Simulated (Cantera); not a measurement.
Input: 1 mol FeS, 0.31 mol H2S, 9.5 mol N2, held at 1 atm.

Equilibrium computed with Cantera from the NASA thermochemical tables; the gas is ideal and each condensed phase is pure. Candidate condensed phases: Fe, FeS, FeS2, S; 16 gas species. FeS: taken at fixed stoichiometry. Gases not in the tables: S3 to S7. Equilibrium is a limit: real reactors are often held back by kinetics, nucleation or transport.

Which condensed phases are stable at each of these points (T (°C)): 675, 775, 875, 975, 1075, 1175, 1275, 1375, 1475, 1575?


```
T (°C)  condensed phases  Fe condensed (%)
------  ----------------  ----------------
675               FeS(s)             100.0
775               FeS(s)             100.0
875               FeS(s)             100.0
975               FeS(s)             100.0
1075              FeS(s)             100.0
1175              FeS(s)             100.0
1275              FeS(l)             100.0
1375              FeS(l)             100.0
1475              FeS(l)             100.0
1575              FeS(l)             100.0
```

From 675 °C to 1175 °C the condensed part is FeS(s). From 1275 °C to 1575 °C the condensed part is FeS(l).
